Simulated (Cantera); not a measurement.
**Adiabatic ignition**

An adiabatic, constant-pressure homogeneous reactor starts with CH3OH : O2 : N2 = 1 : 1.53 : 5.76 (molar parts), at 1225 K and 760 Torr.

Detailed kinetics in Cantera: GRI-Mech 3.0 (53 species, 325 reactions). GRI-Mech 3.0 was tuned for natural gas; its chemistry of methanol as a main component is partial and can be far from experiment.

| t (s) | T (K) | x CH3OH | x O2 | x CH2 | x CH2O | x H2O | x H |
|---|---|---|---|---|---|---|---|
| 2.00e-6 | 1225 | 0.121 | 0.185 | 1.66e-10 | 2.92e-8 | 2.50e-8 | 8.44e-10 |
| 5.44e-6 | 1225 | 0.121 | 0.185 | 1.66e-10 | 9.45e-8 | 7.04e-8 | 8.62e-10 |
| 1.48e-5 | 1225 | 0.121 | 0.185 | 1.66e-10 | 2.83e-7 | 1.94e-7 | 8.90e-10 |
| 4.03e-5 | 1225 | 0.121 | 0.185 | 1.66e-10 | 8.50e-7 | 5.35e-7 | 9.35e-10 |
| 0.000110 | 1225 | 0.121 | 0.185 | 1.66e-10 | 2.54e-6 | 1.47e-6 | 9.81e-10 |
| 0.000299 | 1225 | 0.121 | 0.185 | 1.66e-10 | 7.42e-6 | 4.11e-6 | 1.07e-9 |
| 0.000813 | 1225 | 0.121 | 0.185 | 1.66e-10 | 2.42e-5 | 1.34e-5 | 1.59e-9 |
| 0.00221 | 1225 | 0.120 | 0.184 | 1.67e-10 | 0.000144 | 8.77e-5 | 5.36e-9 |
| 0.00602 | 1261 | 0.105 | 0.175 | 4.85e-10 | 0.0114 | 0.0112 | 1.23e-6 |
| 0.0164 | 2606 | <1e-12 | 0.0195 | <1e-12 | 1.90e-10 | 0.196 | 0.00459 |
| 0.0446 | 2604 | <1e-12 | 0.0192 | <1e-12 | 1.90e-10 | 0.196 | 0.00457 |
| 0.121 | 2604 | <1e-12 | 0.0192 | <1e-12 | 1.90e-10 | 0.196 | 0.00457 |
| 0.331 | 2604 | <1e-12 | 0.0192 | <1e-12 | 1.90e-10 | 0.196 | 0.00457 |
| 0.900 | 2604 | <1e-12 | 0.0192 | <1e-12 | 1.90e-10 | 0.196 | 0.00457 |
x: mole fraction; the columns are a selection and need not sum to one.

```json
{
 "time_of_steepest_temperature_rise": "6.38 ms",
 "temperature at 0.900 s": "2604 K",
 "equilibrium_temperature": "2604 K",
 "x(CH3OH) at 0.900 s": "<1e-12 (gas-phase equilibrium <1e-12)",
 "x(O2) at 0.900 s": "0.0192 (gas-phase equilibrium 0.0192)",
 "x(CH2) at 0.900 s": "<1e-12 (gas-phase equilibrium <1e-12)"
}
```
